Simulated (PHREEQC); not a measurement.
Synthetic water in mg/kgw, 40 °C, pH 6.39, pe 8.1: Na 5660; K 60.8; Ca 28.1; Mg 793; Cl 10500; S(6) as SO4 1170; Alkalinity as HCO3 194; Sr 12.4.

Cl is adjusted to close the charge balance.
Valence states are taken as typed.

Model: ion-association model, phreeqc.dat, run in PHREEQC.

Precipitation was switched off in this run.

Problem. Predict the activity of water, density, specific conductance.

Solution. activity of water 0.990; density 1.005 g/cm³; specific conductance 37800 µS/cm.

Problem. In which forms is Sr present?

Solution. Sr+2 91 %, SrSO4 7.6 %, SrHCO3+ 1.7 % of the Sr.

Complexes and solids missing from the database can't appear. Constants without temperature data keep their 25 °C values here.
